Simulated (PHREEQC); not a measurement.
2.9 g of hydrous ferric oxide (600 m²/g; 0.2 weak and 0.005 strong sites per Fe, Dzombak-Morel constants, diffuse double layer) in 1 kg of water with 0.05 mol/kgw of an inert sodium salt and 6.7e-05 mol/kgw PbCl2 and 0.00028 mol/kgw Ag2SO4, at 25 °C; the pH is set by adding NaOH or the inert anion's acid. O2 is buffered at 0.21 atm. The system is closed to CO2. No solid was allowed to form.

The numbers come from PHREEQC with the ion-association model, wateq4f.dat.

Q: Predict Ag sorbed (%), surface charge σ (C/m²) at pH = 5.88, 6.25, 8.12, 9.25, 9.62.

A: 
| pH | Ag sorbed (%) | surface charge σ (C/m²) |
|---|---|---|
| 5.88 | 14.1 | 0.089 |
| 6.25 | 17.7 | 0.065 |
| 8.12 | 75.6 | 0.000 |
| 9.25 | 97.3 | -0.034 |
| 9.62 | 98.8 | -0.051 |

Along this series the solution becomes supersaturated in solids that the run did not let form, among them Cerargyrite. Complexes and solids missing from the database can't appear.
